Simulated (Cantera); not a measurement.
An isothermal, constant-pressure homogeneous reactor starts with 5.00 % C3H8, 95.0 % H2, at 1425 K and 0.128 atm.

Computed with Cantera and GRI-Mech 3.0 (53 species, 325 reactions). GRI-Mech 3.0 was tuned for natural gas; its chemistry of propane as a main component is partial and can be far from experiment. GRI-Mech 3.0 stops at C3 and has no aromatics, soot or wall deposition, so with more carbon than oxygen in the feed, carbon stays in small species such as C2H2 where larger ones or solid carbon would form.

x: mole fraction; the columns are a selection and need not sum to one.

```json
[
 {"t (s)": "1.00e-6", "x C3H8": "0.0500", "x H2": "0.950", "x CH2": "1.84e-12", "x C2H2": "<1e-12", "x C2H6": "3.11e-7"},
 {"t (s)": "6.31e-6", "x C3H8": "0.0498", "x H2": "0.950", "x CH2": "7.02e-10", "x C2H2": "7.78e-10", "x C2H6": "9.58e-6"},
 {"t (s)": "3.98e-5", "x C3H8": "0.0468", "x H2": "0.947", "x CH2": "___", "x C2H2": "2.07e-6", "x C2H6": "0.000143"},
 {"t (s)": "0.000251", "x C3H8": "0.0111", "x H2": "0.914", "x CH2": "___", "x C2H2": "0.00110", "x C2H6": "0.00101"},
 {"t (s)": "0.00158", "x C3H8": "4.06e-5", "x H2": "0.905", "x CH2": "___", "x C2H2": "0.00832", "x C2H6": "0.000184"},
 {"t (s)": "0.0100", "x C3H8": "4.96e-8", "x H2": "0.905", "x CH2": "8.08e-10", "x C2H2": "0.0146", "x C2H6": "5.37e-5"},
 {"t (s)": "0.0631", "x C3H8": "1.43e-8", "x H2": "0.906", "x CH2": "4.52e-10", "x C2H2": "0.0282", "x C2H6": "2.41e-5"},
 {"t (s)": "0.398", "x C3H8": "2.28e-9", "x H2": "0.907", "x CH2": "2.86e-10", "x C2H2": "0.0411", "x C2H6": "6.34e-6"},
 {"t (s)": "2.51", "x C3H8": "2.01e-9", "x H2": "0.907", "x CH2": "2.80e-10", "x C2H2": "0.0415", "x C2H6": "5.86e-6"},
 {"t (s)": "15.8", "x C3H8": "2.00e-9", "x H2": "0.908", "x CH2": "2.79e-10", "x C2H2": "0.0418", "x C2H6": "5.83e-6"},
 {"t (s)": "100", "x C3H8": "1.98e-9", "x H2": "0.909", "x CH2": "2.76e-10", "x C2H2": "0.0423", "x C2H6": "5.78e-6"}
]
```

### Question
What belongs in the gaps?

### Answer

- 3.98e-5, x CH2: 1.40e-7
- 0.000251, x CH2: 5.62e-7
- 0.00158, x CH2: 1.30e-8
